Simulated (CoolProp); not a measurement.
Properties of water along the isotherm 394.35 °C (Tc = 373.9 °C, pc = 22.06 MPa, ω = 0.344).

The numbers come from the reference Helmholtz-energy equation of state, Wagner 2002 in CoolProp.

```tsv
p (MPa)	phase	density (kg/m³)	cv (kJ/(kg K))	speed of sound (m/s)	fugacity coefficient
0.316	gas	1.030	1.608	628.7	0.9958
0.534	gas	1.746	1.615	627.7	0.9929
0.901	gas	2.961	1.626	626.1	0.9880
1.52	gas	5.038	(withheld)	623.2	0.9797
2.57	gas	(withheld)	1.684	618.3	0.9657
4.33	gas	14.98	(withheld)	609.6	0.9422
7.31	gas	26.62	(withheld)	593.5	(withheld)
12.3	gas	49.82	(withheld)	562.1	0.8353
20.8	gas	113.5	2.881	487.7	0.7190
35.1	supercritical	507.8	3.024	581.5	(withheld)
59.3	supercritical	623.1	2.847	864.5	(withheld)
100	supercritical	701.2	2.803	1109	0.2522
```

Question: What belongs in the gaps?

Answer: 
- 1.52, cv (kJ/(kg K)): 1.647
- 2.57, density (kg/m³): 8.650
- 4.33, cv (kJ/(kg K)): 1.752
- 7.31, cv (kJ/(kg K)): 1.886
- 7.31, fugacity coefficient: 0.9023
- 12.3, cv (kJ/(kg K)): 2.170
- 35.1, fugacity coefficient: 0.5139
- 59.3, fugacity coefficient: 0.3487
